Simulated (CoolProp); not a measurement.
Model: reference Helmholtz-energy equation of state, Lemmon 2022, in CoolProp.

Q: For R1234yf, give the phase and the cp (kJ/(kg K)), speed of sound (m/s), Joule-Thomson coefficient (K/MPa), Prandtl number at 313.3 K and 0.101 MPa.

A: 
- 313.3 K and 0.101 MPa: gas; cp 0.931, speed of sound 155, Joule-Thomson coefficient 15.6, Prandtl number 0.802

Viscosity comes from a separate model (Bell 2016), an estimate that may be off by 10 % or more. Thermal conductivity comes from a separate model (Perkins 2011).
